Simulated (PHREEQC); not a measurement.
**Silver or lead bath: speciation**

Solution (20 °C): 7.6 mmol/kgw Pb(NO3)2 and 0.56 mmol/kgw Na2SO4. Closed to the air; pH follows from the charge balance.

All values are PHREEQC results (ion-association model, wateq4f.dat), not measurements.

This is a speciation only: nothing precipitates in the calculation.

**Question.** Predict the pH, ionic strength.

**Answer.** pH 5.02; ionic strength 0.0217 mol/kgw.

**Question.** In which forms is Pb present?

**Answer.** Pb+2 86 %, PbNO3+ 10 %, PbSO4 4.0 % of the Pb.

Saturation is exceeded, for instance for Anglesite, Larnakite; the values hold only as long as no solid forms.
